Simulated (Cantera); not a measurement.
A Cantera script and what it prints.

```python
import numpy as np
import cantera as ct

gas_names = [...]  # 103 gases of nasa_gas.yaml made of C, Cl, H
cond_names = """
    C(gr) C6H6(L) C7H8(L) C8H18(L),n-octa
""".split()


# ... load() reads the species with a 1 bar reference pressure and builds the phases ...
atoms = {
    'CH3Cl': {'C': 1, 'H': 3, 'CL': 1},
    'H2': {'H': 2},
}
top_T = {'C(gr)': 4500}  # K; cautious upper limits of use, not melting points


# ... equilibrate(T, P, feed) seeds the gas with the atoms and calls Mixture.equilibrate('TP', solver="vcs", rtol=1e-11, max_steps=5000) ...
results = []
feed = {'CH3Cl': 1, 'H2': 0.95}  # mol
P = 3700  # Pa
for T in [2500, 2750, 3000, 3250, 3500, 3750, 4000, 4250, 4500, 4750, 5000]:
    mix = equilibrate(T, P, feed)
    results.append((T, P, feed, dict(zip(mix.species_names, mix.species_moles))))
    x = sorted(zip(gas.X, gas.species_names), reverse=True)
    print(f"T = {T:g} K  P = {P:g} Pa  gas = {mix.phase_moles(0):.4g} mol")
    print("   x: " + "  ".join(f"{s} {v:.3e}" for v, s in x if v > 1e-05))
    print("   condensed (mol): " + ("  ".join(f"{mix.phase(i).name} {mix.phase_moles(i):.4g}"
          for i in range(1, mix.n_phases) if mix.phase_moles(i) > 1e-12) or "none"))
```

Result:

```
T = 2500 K  P = 3700 Pa  gas = 3.161 mol
   x: H2 5.779e-01  HCL 2.820e-01  H 9.936e-02  CL 3.427e-02  C2H2,acetylene 6.252e-03  C2H 7.719e-05  C2HCL 3.497e-05  C4H2 2.793e-05  C3 1.343e-05
   condensed (mol): C(gr) 0.9592
T = 2750 K  P = 3700 Pa  gas = 3.51 mol
   x: H2 4.595e-01  H 2.411e-01  HCL 2.089e-01  CL 7.592e-02  C2H2,acetylene 1.293e-02  C2H 7.864e-04  C3 4.560e-04  C4H2 1.513e-04  C 1.020e-04  C2HCL 9.732e-05  C2 4.409e-05  C2H2,vinylidene 2.167e-05
   condensed (mol): C(gr) 0.8951
T = 3000 K  P = 3700 Pa  gas = 4.179 mol
   x: H 4.397e-01  H2 2.870e-01  CL 1.221e-01  HCL 1.170e-01  C2H2,acetylene 1.785e-02  C3 8.432e-03  C2H 4.701e-03  C 1.370e-03  C2 8.566e-04  C4H2 4.633e-04  C2HCL 1.635e-04  C5 1.543e-04  CH 6.339e-05  C2H2,vinylidene 5.629e-05  C4 2.849e-05  CH2 2.056e-05  C6H2 1.276e-05
   condensed (mol): C(gr) 0.6788
T = 3250 K  P = 3700 Pa  gas = 5.232 mol
   x: H 6.015e-01  CL 1.445e-01  H2 1.299e-01  HCL 4.648e-02  C3 4.185e-02  C2H 9.887e-03  C 9.254e-03  C2H2,acetylene 8.946e-03  C2 5.929e-03  C5 8.742e-04  C4H2 2.572e-04  C4 2.067e-04  CH 1.971e-04  C2HCL 9.295e-05  C2H2,vinylidene 4.789e-05  CCL 2.301e-05  CH2 2.214e-05
   condensed (mol): none
T = 3500 K  P = 3700 Pa  gas = 5.92 mol
   x: H 6.983e-01  CL 1.519e-01  H2 5.174e-02  C3 3.408e-02  C 2.816e-02  HCL 1.697e-02  C2 1.089e-02  C2H 5.807e-03  C2H2,acetylene 1.366e-03  C5 2.806e-04  CH 2.736e-04  C4 1.391e-04  CCL 2.900e-05  C2HCL 1.619e-05  C4H2 1.503e-05  C2H2,vinylidene 1.146e-05  CH2 1.095e-05
   condensed (mol): none
T = 3750 K  P = 3700 Pa  gas = 6.363 mol
   x: H 7.223e-01  CL 1.510e-01  C 6.481e-02  C3 1.922e-02  H2 1.921e-02  C2 1.418e-02  HCL 6.115e-03  C2H 2.561e-03  CH 2.898e-04  C2H2,acetylene 1.708e-04  C4 5.869e-05  C5 5.458e-05  CCL 2.954e-05
   condensed (mol): none
T = 4000 K  P = 3700 Pa  gas = 6.666 mol
   x: H 7.167e-01  CL 1.476e-01  C 1.075e-01  C2 1.141e-02  H2 7.479e-03  C3 5.938e-03  HCL 2.365e-03  C2H 7.697e-04  CH 2.347e-04  CCL 2.354e-05  C2H2,acetylene 1.644e-05  C4 1.130e-05
   condensed (mol): none
T = 4250 K  P = 3700 Pa  gas = 6.814 mol
   x: H 7.112e-01  CL 1.457e-01  C 1.316e-01  C2 5.788e-03  H2 3.246e-03  HCL 1.028e-03  C3 1.014e-03  C2H 1.635e-04  CH 1.526e-04  CCL 1.518e-05
   condensed (mol): none
T = 4500 K  P = 3700 Pa  gas = 6.866 mol
   x: H 7.099e-01  CL 1.451e-01  C 1.400e-01  C2 2.497e-03  H2 1.560e-03  HCL 4.957e-04  C3 1.476e-04  CH 9.293e-05  C2H 3.270e-05  Electron 2.368e-05  C+ 2.296e-05
   condensed (mol): none
T = 4750 K  P = 3700 Pa  gas = 6.885 mol
   x: H 7.098e-01  CL 1.450e-01  C 1.429e-01  C2 1.096e-03  H2 8.114e-04  HCL 2.588e-04  CH 5.761e-05  Electron 5.521e-05  C+ 5.283e-05  C3 2.368e-05
   condensed (mol): none
T = 5000 K  P = 3700 Pa  gas = 6.893 mol
   x: H 7.098e-01  CL 1.449e-01  C 1.439e-01  C2 5.107e-04  H2 4.507e-04  HCL 1.441e-04  Electron 1.181e-04  C+ 1.115e-04  CH 3.706e-05
   condensed (mol): none
```

Cantera equilibrium calculation (NASA polynomials, part measured and part estimated; ideal gas, pure solids and liquids). The tables' values for CCl are old estimates; treat these amounts as uncertain.
